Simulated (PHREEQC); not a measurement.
Synthetic water in mg/kgw, 25 °C, pH 3.66, pe 9.7:

```tsv
constituent	mg/kgw
Na	55.7
K	0.519
Ca	112
Mg	29.9
Cl	55.6
S(6) as SO4	591
Cd	0.27
Ni	0.23
Al	31.1
Mn(2)	0.0928
```

Valence states are taken as typed.

Computed with PHREEQC (ion-association model, wateq4f.dat).

Each row changes one thing in this solution. No solid was allowed to form.

```csv
case,ionic strength (mol/kgw),SO4-2 (mol/kgw),Ca+2 (mol/kgw),Mg+2 (mol/kgw),AlSO4+ (mol/kgw),CaSO4 (mol/kgw),SI of Gypsum (CaSO4:2H2O),SI of Gibbsite (Al(OH)3)
as made,0.0182,0.00415,0.00216,0.000912,0.000824,0.000634,-0.92,-1.16
temperature from 25 to 80 °C at the same typed pH,0.0163,0.00367,0.00203,[?],0.000747,0.000761,-0.86,+1.20
Ca from 112 to 224 mg/kgw,0.0224,[?],0.00449,0.000952,0.000790,0.00110,-0.68,-1.13
all concentrations times 2 at the same typed pH,0.0334,0.00758,0.00398,0.00166,0.00168,0.00161,-0.51,-1.07
```

Problem. Fill in the missing entries.

Solution. 
- temperature from 25 to 80 °C at the same typed pH, Mg+2 (mol/kgw): 0.000629
- Ca from 112 to 224 mg/kgw, SO4-2 (mol/kgw): 0.00380

Some of these states are supersaturated (in Boehmite (slow to form), Gibbsite (slow to form), for instance). Constants without temperature data keep their 25 °C values here.
